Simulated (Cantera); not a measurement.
## Premixed flame

A freely propagating, adiabatic, planar premixed flame of CH4 : CO : O2 : N2 = 1 : 0.07 : 1.45 : 5.47 (molar parts), equivalence ratio 1.4, unburnt at 473 K and 0.160 bar; mixture-averaged transport, grid criteria slope 0.08 and curve 0.16, no radiation.

Computed with Cantera and GRI-Mech 3.0 (53 species, 325 reactions). Burning velocities carry a grid error of a few per cent, more on coarse grids.

| z (mm) | T (K) | u (m/s) | x CH4 | x CO | x O2 | x CH3 | x C2H | x CO2 |
|---|---|---|---|---|---|---|---|---|
| -7.01 | 473 | 0.762 | 0.125 | 0.00874 | 0.181 | 1.72e-8 | <1e-8 | 9.41e-8 |
| -4.67 | 476 | 0.769 | 0.124 | 0.00874 | 0.180 | 2.48e-7 | <1e-8 | 2.37e-6 |
| -3.51 | 488 | 0.794 | 0.122 | 0.00894 | 0.178 | 1.61e-6 | <1e-8 | 2.20e-5 |
| -2.34 | 585 | 0.966 | 0.114 | 0.0116 | 0.170 | 2.29e-5 | <1e-8 | 0.000363 |
| -1.17 | 1052 | 1.78 | 0.0764 | 0.0317 | 0.130 | 0.000953 | <1e-8 | 0.00437 |
| -0.584 | 1441 | 2.48 | 0.0411 | 0.0554 | 0.0856 | 0.00401 | 3.01e-8 | 0.0105 |
| 0 | 1773 | 3.09 | 0.0116 | 0.0793 | 0.0402 | 0.00444 | 7.59e-7 | 0.0195 |
| 0.584 | 1933 | 3.37 | 0.00166 | 0.0877 | 0.0143 | 0.00143 | 1.52e-6 | 0.0286 |
| 1.17 | 1980 | 3.45 | 0.000176 | 0.0856 | 0.00478 | 0.000240 | 6.53e-7 | 0.0357 |
| 2.34 | 1997 | 3.47 | 2.50e-6 | 0.0798 | 0.00102 | 4.92e-6 | 4.53e-8 | 0.0434 |
| 4.67 | 2004 | 3.48 | <1e-8 | 0.0766 | 0.000595 | 1.30e-8 | <1e-8 | 0.0471 |
| 9.35 | 2012 | 3.49 | <1e-8 | 0.0763 | 0.000515 | <1e-8 | <1e-8 | 0.0475 |
| 18.7 | 2025 | 3.51 | <1e-8 | 0.0765 | 0.000411 | <1e-8 | <1e-8 | 0.0474 |
x: mole fraction of selected species; z is measured from the peak of heat release.

```yaml
laminar_burning_velocity: 76.0 cm/s
thermal_thickness: 2.34 mm
peak x(CH3): 0.00508
peak x(C2H): 1.56e-6
grid_points: 159
```
